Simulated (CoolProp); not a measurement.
Vapour-liquid equilibrium of R114 (1) + benzene (2) at 0.373 MPa; x and y are mole fractions of (1).

The numbers come from the multi-fluid Helmholtz-energy mixture model, Platzer 1990 and Thol 2012; pair parameters Bell 2016 in CoolProp. This equation is an older, rougher fit; its heat capacities, sound speeds and derivatives of the liquid may be far off and weren't checked against measurements.

```json
[
 {"x": "0.05", "bubble temperature (°C)": "108.6", "y at the bubble point": "0.401", "dew temperature at overall composition x (°C)": "127.1", "liquid density (mol/L)": "9.827"},
 {"x": "0.15", "bubble temperature (°C)": "83.6", "y at the bubble point": "0.715", "dew temperature at overall composition x (°C)": "122.3", "liquid density (mol/L)": "9.884"},
 {"x": "0.25", "bubble temperature (°C)": "71.3", "y at the bubble point": "0.818", "dew temperature at overall composition x (°C)": "117.2", "liquid density (mol/L)": "9.761"},
 {"x": "0.35", "bubble temperature (°C)": "64.4", "y at the bubble point": "0.864", "dew temperature at overall composition x (°C)": "111.6", "liquid density (mol/L)": "9.567"},
 {"x": "0.45", "bubble temperature (°C)": "59.9", "y at the bubble point": "0.892", "dew temperature at overall composition x (°C)": "105.4", "liquid density (mol/L)": "9.345"},
 {"x": "0.55", "bubble temperature (°C)": "56.4", "y at the bubble point": "0.912", "dew temperature at overall composition x (°C)": "98.3", "liquid density (mol/L)": "9.115"},
 {"x": "0.65", "bubble temperature (°C)": "53.5", "y at the bubble point": "0.930", "dew temperature at overall composition x (°C)": "90.0", "liquid density (mol/L)": "8.886"},
 {"x": "0.75", "bubble temperature (°C)": "50.7", "y at the bubble point": "0.947", "dew temperature at overall composition x (°C)": "79.8", "liquid density (mol/L)": "8.666"},
 {"x": "0.85", "bubble temperature (°C)": "47.8", "y at the bubble point": "0.966", "dew temperature at overall composition x (°C)": "66.6", "liquid density (mol/L)": "8.456"},
 {"x": "0.95", "bubble temperature (°C)": "44.9", "y at the bubble point": "0.988", "dew temperature at overall composition x (°C)": "50.3", "liquid density (mol/L)": "8.260"}
]
```

No azeotrope shows between x = 0.05 and 0.95.

The pair parameters rest on a limited set of measurements; away from them the model extrapolates. With so large a gap from Raoult's law the liquid may split in two, which this calculation doesn't test in full.
